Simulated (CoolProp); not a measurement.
Properties of R1123 at several states (Tc = 331.7 K, pc = 4.549 MPa, ω = 0.243).

Computed with CoolProp (reference Helmholtz-energy equation of state, Akasaka 2020).

```json
[
 {"T (K)": "305.2", "p (MPa)": "3.29", "phase": "liquid", "Z": "0.1098", "fugacity coefficient": "0.5871"},
 {"T (K)": "449.8", "p (MPa)": "0.0372", "phase": "gas", "Z": "0.9991", "fugacity coefficient": "0.9991"},
 {"T (K)": "451.6", "p (MPa)": "0.425", "phase": "gas", "Z": "0.9895", "fugacity coefficient": "0.9895"}
]
```
